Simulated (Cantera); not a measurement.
Input: 1 mol FeS2, 0.8 mol H2S, 1 mol N2, at 0.130 bar.

Equilibrium computed with Cantera from the NASA thermochemical tables; the gas is ideal and each condensed phase is pure. Candidate condensed phases: Fe, FeS, FeS2, S; 16 gas species. FeS: taken at fixed stoichiometry. Gases not in the tables: S3 to S7. Kinetics and transport are ignored.

x: gas mole fraction; n: condensed amount in mol.

```csv
T (K),x N2,x H2S,x S2,x H2,x SH,x S,x H,n FeS2(s),n FeS(s),n FeS(l)
723,0.555,0.440,0.00176,0.00351,6.49e-8,<1e-12,<1e-12,1.00,0,0
823,0.552,0.430,0.00573,0.0115,9.62e-7,5.48e-12,?,1.00,0,0
923,0.433,0.341,0.220,0.00603,1.41e-5,1.03e-9,?,0,1.00,0
1023,0.431,0.327,0.224,0.0180,6.37e-5,1.63e-8,?,0,1.00,0
1123,0.426,0.299,0.234,0.0414,0.000215,1.60e-7,?,0,1.00,0
1223,0.418,0.258,0.247,0.0765,0.000577,1.09e-6,?,0,1.00,0
1323,0.409,0.209,0.263,0.118,0.00128,5.65e-6,?,0,1.00,0
1423,0.400,0.161,0.278,0.158,0.00246,2.32e-5,?,0,1.00,0
1523,0.393,0.121,0.291,0.191,0.00418,7.92e-5,?,0,0,1.00
1623,0.387,0.0896,0.300,0.217,0.00648,0.000231,?,0,0,1.000
1723,0.383,0.0664,0.306,0.235,0.00937,0.000595,?,0,0,1.000
1823,0.379,0.0496,0.309,0.247,0.0128,0.00138,?,0,0,1.000
1923,0.376,0.0375,0.310,0.255,0.0168,0.00291,?,0,0,0.999
```

Problem. Fill in the missing entries.

Solution. 
- 823, x H: 2.18e-12
- 923, x H: 5.27e-11
- 1023, x H: 1.54e-9
- 1123, x H: 2.40e-8
- 1223, x H: 2.31e-7
- 1323, x H: 1.51e-6
- 1423, x H: 7.31e-6
- 1523, x H: 2.80e-5
- 1623, x H: 8.92e-5
- 1723, x H: 0.000245
- 1823, x H: 0.000597
- 1923, x H: 0.00132
